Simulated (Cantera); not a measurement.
An adiabatic, constant-pressure homogeneous reactor starts with 34.6 % CO, 14.5 % H2, 10.7 % O2, 40.2 % N2, equivalence ratio 2.3, at 1125 K and 3900 Torr.

Detailed kinetics in Cantera: GRI-Mech 3.0 (53 species, 325 reactions). The hydrogen kinetics of GRI-Mech 3.0 are dated; newer H2 mechanisms differ, most at raised pressure.

One state of this run: T (K) = 2649; x CO = 0.269; x H2 = 0.0411; x O2 = 0.000220; x H = 0.00418; x N2O = 6.89e-8; x NO2 = 4.07e-8; x OH = 0.00290. x: mole fraction; the columns are a selection and need not sum to one.

**Question.** Which value of t (s) does it belong to?
(A) 0.793
(B) 4.41e-5
(C) 0.000131
(D) 0.000389

**Answer.** A, 0.793
